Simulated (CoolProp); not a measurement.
Saturation properties of CF4 (R14) (Tc = 227.4 K, pc = 3.762 MPa, ω = 0.178).

The numbers come from the reference Helmholtz-energy equation of state, Platzer 1990 in CoolProp. This equation is an older, rougher fit; its heat capacities, sound speeds and derivatives of the liquid may be far off and weren't checked against measurements.

| T (K) | p (MPa) | enthalpy of vaporisation (kJ/kg) | vapour Z | surface tension (mN/m) | liquid viscosity (µPa s) | vapour viscosity (µPa s) |
|---|---|---|---|---|---|---|
| 141.4 | 0.07747 | 136.4 | 0.9715 | 12.7 | 250 | 8.47 |
| 148 | 0.1237 | 132.8 | 0.9594 | 11.5 | 222 | 8.93 |
| 154.7 | 0.1899 | 129.0 | 0.9439 | 10.3 | 197 | 9.41 |
| 161.4 | 0.2805 | 124.7 | 0.9249 | 9.14 | 177 | 9.92 |
| 168.1 | 0.4004 | 120.2 | 0.9023 | 8.00 | 159 | 10.4 |
| 174.7 | 0.5526 | 115.2 | 0.8761 | 6.92 | 144 | 11.0 |
| 181.4 | 0.7473 | 109.6 | 0.8453 | 5.84 | 130 | 11.6 |
| 188.1 | 0.9885 | 103.4 | 0.8098 | 4.81 | 118 | 12.3 |
| 194.8 | 1.283 | 96.36 | 0.7690 | 3.82 | 106 | 13.1 |
| 201.4 | 1.632 | 88.37 | 0.7224 | 2.89 | 95.5 | 14.0 |
| 208.1 | 2.053 | 78.74 | 0.6669 | 2.00 | 84.7 | 15.1 |

It boils at 145.1 K under 1 atm.

Viscosity comes from a separate model (Huber 2003), an estimate that may be off by 10 % or more. Surface tension comes from a separate correlation (Mulero 2012).
